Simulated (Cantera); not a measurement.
**Transport properties of process gases**

Gas mixture: N2 : CH3OH : CH4 : CO2 = 0.76 : 0.62 : 0.099 : 0.66 (molar parts), at 16.5 Torr, frozen composition.

Cantera's kinetic-theory transport with the Lennard-Jones parameters of GRI-Mech 3.0, ideal gas; thermal conductivity in the mixture-averaged form. Polar gases are described roughly by these parameters. The composition is frozen, though it would react at the higher temperatures.

| T (K) | ρ (kg/m³) | cp (J/kg/K) | μ (µPa s) | λ (mW/m/K) | Pr | D (cm²/s) C2H2 | D (cm²/s) O | D (cm²/s) CH3 |
|---|---|---|---|---|---|---|---|---|
| 400 | 0.0222 | 1190 | 18.1 | 29.6 | 0.727 | 10.7 | 21.3 | 14.7 |
| 600 | 0.0148 | 1408 | 25.5 | 48.1 | 0.746 | 22.5 | 43.2 | 30.4 |
| 800 | 0.0111 | 1583 | 32.0 | 66.5 | 0.761 | 37.3 | 70.6 | 50.1 |
| 1000 | 0.00888 | 1722 | 37.8 | 84.1 | 0.773 | 55.0 | 103 | 73.4 |
| 1200 | 0.00740 | 1826 | 43.1 | 101 | 0.780 | 75.1 | 140 | 100 |
| 1400 | 0.00634 | 1907 | 48.0 | 117 | 0.784 | 97.5 | 181 | 130 |
| 1600 | 0.00555 | 1970 | 52.7 | 132 | 0.786 | 122 | 226 | 162 |
| 1800 | 0.00493 | 2019 | 57.1 | 146 | 0.788 | 149 | 275 | 198 |
D: mixture-averaged diffusion coefficient of that species in the mixture.
